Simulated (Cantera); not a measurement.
Input: 1 mol SiC, 0.058 mol N2, held at 1852 °C and 6380 Torr.

These are equilibrium values from Cantera (NASA tables, ideal gas, pure condensed phases), not measurements of a reactor. Candidate condensed phases: C, Si, SiC, Si3N4; 20 gas species. Equilibrium is a limit: real reactors are often held back by kinetics, nucleation or transport.

Base state: N2 1.000 (mole fractions); condensed: SiC(s).

What changes in the equilibrium state with this change: pressure from 6380 Torr to 0.0683 Torr?


```tsv
species	before	after
N2	1.000	0.819
Si	2.76e-6	0.162
SiC2	7.76e-8	0.0115
Si2C	1.24e-7	0.00726
Si2	5.11e-9	0.000188
SiC(s), mol	1.00	0.987
C(graphite), mol	0	0.0112
```
The tables' values for SiN are old estimates; treat these amounts as uncertain.
